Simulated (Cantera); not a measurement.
Input: 1 mol CH₂F₂, 10 mol H₂, at 0.00180 bar.

Equilibrium computed with Cantera from the NASA thermochemical tables; the gas is ideal and each condensed phase is pure. Candidate condensed phases: C, C₆H₆, C₇H₈, C₈H₁₈; 110 gas species. Ions and electrons are included (thermal ionisation). Equilibrium is a limit: real reactors are often held back by kinetics, nucleation or transport.

Problem. Which condensed phases are stable at each of these points (T (K)): 2500, 3000, 3500, 4000, 4500, 5000?

Solution. 
| T (K) | condensed phases | C condensed (%) |
|---|---|---|
| 2500 | C(graphite) | 82.5 |
| 3000 | gas only | 0.0 |
| 3500 | gas only | 0.0 |
| 4000 | gas only | 0.0 |
| 4500 | gas only | 0.0 |
| 5000 | gas only | 0.0 |

At 2500 K the condensed part is C(graphite). From 3000 K to 5000 K nothing is condensed.
